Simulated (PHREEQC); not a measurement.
0.011 g of hydrous ferric oxide (600 m²/g; 0.2 weak and 0.005 strong sites per Fe, Dzombak-Morel constants, diffuse double layer) in 1 kg of water with 0.1 mol/kgw of an inert sodium salt and 0.00034 mmol/kgw Na2SO4, 0.00026 mmol/kgw CaCl2 and 0.00015 mmol/kgw CuCl2, at 25 °C; the pH is set by adding NaOH or the inert anion's acid. Oxygen is held at 0.21 atm. CO2 from the air is kept out. Nothing may precipitate in this run.

Model: ion-association model, wateq4f.dat, run in PHREEQC.

### Question
Predict Ca sorbed (%) at pH = 3, 7.67, 9, 9.67.

### Answer
```csv
pH,Ca sorbed (%)
3,0.0
7.67,0.3
9,26.4
9.67,74.3
```

The database's constant for dissolved Cu(OH)2 is higher than later reviews accept. The oxide is taken as insoluble; below pH 4 it would dissolve.
